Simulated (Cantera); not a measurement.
A closed system holds: 1 mol SiCl₄, 0.0045 mol C₃H₈, 1200 mol H₂, equilibrated at 1.33 mbar.

Equilibrium computed with Cantera from the NASA thermochemical tables; the gas is ideal and each condensed phase is pure. Candidate condensed phases: C, C₆H₆, C₇H₈, C₈H₁₈, Si, SiC; 109 gas species. Mutual solubility and eutectic melting of coexisting phases are not modelled. The tables' values for SiCl are old estimates; treat these amounts as uncertain. Gases not in the tables: Si₂H₆ and higher silanes. Kinetics and transport are ignored.

x: gas mole fraction; n: condensed amount in mol.

```
T (°C)   x H₂       x H    x HCl      x Si     x Cl  x SiCl₂    x SiH  n Si(s)  n SiC(s)
------  -----  --------  -------  --------  -------  -------  -------  -------  --------
1075    0.997   6.33e-5  0.00327   1.41e-7  1.73e-7  3.01e-5  3.31e-8    0.950    0.0135
1150    0.997  0.000182  0.00326   1.15e-6  4.87e-7  3.22e-5  1.87e-7    0.945    0.0135
1225    0.996  0.000470  0.00326   7.53e-6  1.24e-6  3.41e-5  8.88e-7    0.933    0.0135
1300    0.996   0.00111  0.00325   4.12e-5  2.88e-6  3.59e-5  3.62e-6    0.882    0.0133
1375    0.994   0.00243  0.00324  0.000193  6.21e-6  3.74e-5  1.29e-5    0.674    0.0124
1450    0.991   0.00497  0.00322  0.000705  1.25e-5  3.47e-5  3.69e-5        0   0.00752
1525    0.986         …  0.00326  0.000748        …        …        …        0         …
1600    0.978         …  0.00324  0.000773        …        …        …        0         0
1675    0.966    0.0304  0.00319  0.000785  7.54e-5  1.21e-6  2.16e-5        0         0
```

Task: Complete the blanks.

Result: 
- 1525, x H: 0.00958
- 1525, x Cl: 2.42e-5
- 1525, x SiCl₂: 1.08e-5
- 1525, x SiH: 3.11e-5
- 1525, n SiC(s): 0.00151
- 1600, x H: 0.0175
- 1600, x Cl: 4.39e-5
- 1600, x SiCl₂: 3.51e-6
- 1600, x SiH: 2.60e-5
